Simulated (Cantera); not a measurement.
Input: 1 mol C3H6, 0.068 mol O2, 5.6 mol N2, at 2123 K and 101000 Pa.

Equilibrium computed with Cantera from the NASA thermochemical tables; the gas is ideal and each condensed phase is pure. Candidate condensed phases: C, C6H6, C7H8, C8H18, H2O; 136 gas species. Rates play no part.

Base state: N2 0.635, H2 0.336, CO 0.0156, HCN 0.0107, H 0.00206, HNC 0.000753, C2H2 (acetylene) 0.000556, CH4 3.57e-5 (mole fractions); condensed: C(graphite).

### Question
What changes in the equilibrium state with this change: temperature from 2123 K to 1023 K?

### Answer
```csv
species,before,after
N2,0.635,0.647
H2,0.336,0.329
CO,0.0156,0.0143
HCN,0.0107,3.43e-6
CH4,3.57e-5,0.00822
H,0.00206,2.36e-9
C2H2 (acetylene),0.000556,<1e-9
HNC,0.000753,5.97e-9
CO2,3.61e-9,7.38e-5
"C(graphite), mol",2.75,2.80
```
